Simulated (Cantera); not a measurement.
## Ammonia decomposition in nitride growth gas

An isothermal, constant-pressure homogeneous reactor starts with 25.3 % NH3, 73.3 % H2, 1.37 % N2, at 1975 K and 51.0 Torr.

Computed with Cantera and the gas-phase N/H chemistry of the illustrative SiF4/NH3 mechanism in the Surface Chemkin manual (1991). Walls and surfaces, which speed up NH3 decomposition in real reactors, are not modelled.

| t (s) | x NH3 | x H2 | x N2 | x N | x N2H2 | x NH |
|---|---|---|---|---|---|---|
| 8.00e-6 | 0.253 | 0.733 | 0.0137 | <1e-12 | <1e-12 | 2.59e-11 |
| 2.77e-5 | 0.253 | 0.733 | 0.0137 | <1e-12 | 1.67e-11 | 5.45e-10 |
| 9.61e-5 | 0.253 | 0.733 | 0.0137 | 1.50e-11 | 3.24e-10 | 8.04e-9 |
| 0.000333 | 0.253 | 0.733 | 0.0137 | 7.13e-10 | 5.08e-9 | 1.02e-7 |
| 0.00115 | 0.253 | 0.733 | 0.0137 | 2.90e-8 | 8.55e-8 | 1.20e-6 |
| 0.00400 | 0.252 | 0.733 | 0.0138 | 5.20e-7 | 9.63e-7 | 8.26e-6 |
| 0.0139 | 0.248 | 0.736 | 0.0153 | 7.63e-7 | 1.32e-6 | 1.06e-5 |
| 0.0480 | 0.234 | 0.744 | 0.0206 | 7.67e-7 | 1.23e-6 | 1.04e-5 |
| 0.167 | 0.194 | 0.769 | 0.0364 | 7.77e-7 | 9.78e-7 | 9.87e-6 |
| 0.577 | 0.105 | 0.823 | 0.0708 | 7.97e-7 | 4.74e-7 | 8.14e-6 |
| 2.00 | 0.0155 | 0.877 | 0.106 | 8.77e-7 | 5.74e-8 | 4.55e-6 |
x: mole fraction; the columns are a selection and need not sum to one.

Equilibrium at this temperature and pressure: NH3 3.94e-7, H2 0.883, N2 0.112, N 7.98e-10, N2H2 <1e-12, NH 1.25e-9 (gas phase only).
